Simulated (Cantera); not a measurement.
An isothermal, constant-pressure homogeneous reactor starts with 1.21 % C3H8, 98.2 % H2, 0.594 % N2, at 1775 K and 97.5 Torr.

Detailed kinetics in Cantera: GRI-Mech 3.0 (53 species, 325 reactions). GRI-Mech 3.0 was tuned for natural gas; its chemistry of propane as a main component is partial and can be far from experiment. GRI-Mech 3.0 stops at C3 and has no aromatics, soot or wall deposition, so with more carbon than oxygen in the feed, carbon stays in small species such as C2H2 where larger ones or solid carbon would form.

Problem. Predict: x(H2) at 10.0 s; x(CH4) at 10.0 s; x(H) at 10.0 s; x(C2H2) at 10.0 s; x(C2H4) at 10.0 s; x(C2H6) at 10.0 s.

Solution. 
```json
{
 "x(H2) at 10.0 s": "0.975 (gas-phase equilibrium 0.975)",
 "x(CH4) at 10.0 s": "0.00114 (gas-phase equilibrium 0.00106)",
 "x(H) at 10.0 s": "0.000798 (gas-phase equilibrium 0.000798)",
 "x(C2H2) at 10.0 s": "0.0169 (gas-phase equilibrium 0.0148)",
 "x(C2H4) at 10.0 s": "5.94e-5 (gas-phase equilibrium 5.19e-5)",
 "x(C2H6) at 10.0 s": "1.11e-8 (gas-phase equilibrium 9.72e-9)"
}
```
